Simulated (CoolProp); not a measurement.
Ammonia at 298.15 K and 1.56 MPa is throttled through a valve to 0.499 MPa with no heat exchange. Each further row changes one setting.

Model: reference Helmholtz-energy equation of state, Gao 2020, in CoolProp.

| case | temperature change (K) | final phase | final density (kg/m³) |
|---|---|---|---|
| as stated | ___ | two-phase, vapour fraction 0.079 | 46.9 |
| outlet pressure 0.15 MPa | ___ | two-phase, vapour fraction 0.173 | 7.36 |
| outlet pressure 0.649 MPa | ___ | two-phase, vapour fraction 0.052 | 85.2 |

### Question
Complete the blanks.

### Answer

- as stated, temperature change (K): -20.9
- outlet pressure 0.15 MPa, temperature change (K): -50.2
- outlet pressure 0.649 MPa, temperature change (K): -13.4
